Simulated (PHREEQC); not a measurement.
1 kg of water holding 0.035 mol/kgw Na2SO4, 0.14 mol/kgw MgSO4 and 0.21 mol/kgw K2SO4 is evaporated at 20 °C; the solids stay in contact with the brine. CO2 from the air is kept out. Solids allowed: Arcanite, Bloedite, Brucite, Epsomite, Glaserite, Hexahydrite, Kieserite, Leonite, Mirabilite, Misenite, Schoenite, Thenardite. Others were left out.

Computed with PHREEQC (Pitzer model, pitzer.dat).

| water left (kg) | ionic strength | water activity | Arcanite (mol) | Schoenite (mol) |
|---|---|---|---|---|
| 1 | 1.29 | 0.988 | 0 | 0 |
| 0.8219 | 1.58 | 0.986 | 0 | 0 |
| 0.6755 | 1.92 | 0.983 | 0 | 0 |
| 0.5552 | 2.33 | 0.980 | 0 | 0 |
| 0.4563 | 2.84 | 0.976 | 0 | 0 |
| 0.375 | 3.45 | ___ | 0 | 0 |
| 0.3082 | 4.10 | 0.967 | 0.0104 | 0 |
| 0.2533 | 4.60 | 0.964 | 0.0436 | 0 |
| 0.2082 | 5.20 | 0.961 | 0.0711 | 0 |
| 0.1711 | ___ | 0.956 | ___ | 0 |
| 0.1407 | 6.79 | 0.950 | 0.113 | 0 |
| 0.1156 | 7.84 | 0.942 | 0.130 | 0 |
| 0.09502 | 9.10 | 0.931 | 0.143 | 0 |
| 0.07537 | 9.61 | 0.925 | 0.132 | 0.0251 |
| 0.05862 | 9.80 | 0.922 | 0.108 | 0.0514 |
| 0.04497 | 9.80 | 0.922 | 0.0745 | 0.0721 |
| 0.03373 | 9.80 | 0.922 | 0.0471 | 0.0890 |
| 0.02451 | 9.80 | 0.922 | 0.0247 | 0.103 |
| 0.01693 | 9.80 | 0.922 | 0.00624 | ___ |
| 0.01092 | 10.8 | 0.909 | 0 | ___ |
| 0.005974 | 13.9 | 0.857 | 0 | 0.128 |

### Question
Some entries are withheld; supply them.

### Answer

- 0.375, water activity: 0.972
- 0.1711, ionic strength: 5.92
- 0.1711, Arcanite (mol): 0.0941
- 0.01693, Schoenite (mol): 0.114
- 0.01092, Schoenite (mol): 0.122
